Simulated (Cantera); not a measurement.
A closed system holds: 1 mol SiH2Cl2, 0.54 mol NH3, 47 mol N2, at 1330 Pa.

Method: chemical equilibrium by Gibbs-energy minimisation in Cantera with the NASA 1993 tables (ideal gas, pure condensed phases). Candidate condensed phases: NH4Cl, Si, Si3N4; 28 gas species. The numbers say what is thermodynamically allowed, not how fast it happens.

Over these rows the condensed part is Si3N4(s). Partial pressures as log10 of bar:

```
T (K)  1000/T (1/K)  log p SiCl2  log p N2  log p HCl  log p H2
-----  ------------  -----------  --------  ---------  --------
1175         0.8511        -6.56     -1.90      -3.28     -3.64
1225         0.8163            ?     -1.90      -3.28     -3.64
1275         0.7843        -5.65     -1.90      -3.29     -3.64
1325         0.7547        -5.26     -1.90      -3.29     -3.63
1375         0.7273        -4.92     -1.90      -3.30     -3.62
1425         0.7018        -4.63     -1.90      -3.32     -3.60
```

Problem. Fit log p(SiCl2) = a + b·(1000/T) to the five rows, give the apparent enthalpy, and predict the row at 1225 K.

Solution. Means: 1000/T = 0.7638, log p = -5.404. Sxy = -0.172926, Sxx = 0.0133006, so b = -13.00 and a = -5.404 − (-13.00)×0.7638 = 4.53.
Apparent enthalpy: −19.145 × (-13.00) = 249 kJ/mol. With the condensed phases at unit activity, 1/3 Si3N4(s) + 2 HCl(g) = SiCl2(g) + 2/3 N2(g) + H2(g) links this pressure to the main gases: over the six rows their terms move log p by -0.12 in all, so the slope isn't that reaction's ΔH° alone. The five rows lie within 0.04 of the line.
Prediction at 1225 K: 4.53 + (-13.00)×0.8163 = -6.08. The computed value is -6.08, 0.00 from the line.
